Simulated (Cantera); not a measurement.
A perfectly stirred reactor is fed with 5.25 % CH4, 0.525 % CO, 19.2 % O2, 75.0 % N2, equivalence ratio 0.56, at 760 Torr; it is adiabatic with a 550 K inlet, and is followed from long to short residence time, starting on the burning branch (τ in s: 0.22, 0.092, 0.038, 0.016, 0.0065, 0.0027, 0.0011, 0.00045, 0.00019, 7.7e-05, 3.2e-05, 1.3e-05).

Detailed kinetics in Cantera: GRI-Mech 3.0 (53 species, 325 reactions).

One state of this run: T (K) = 1750; x CH4 = 3.28e-5; x CO = 0.00110; x O2 = 0.0847; x CH2CO = 4.30e-9; x C2H4 = 5.60e-9. x: mole fraction; the columns are a selection and need not sum to one.

**Question.** Which value of τ (s) does it belong to?
A. 0.0011
B. 3.2e-5
C. 0.016
D. 0.038

**Answer.** C, 0.016
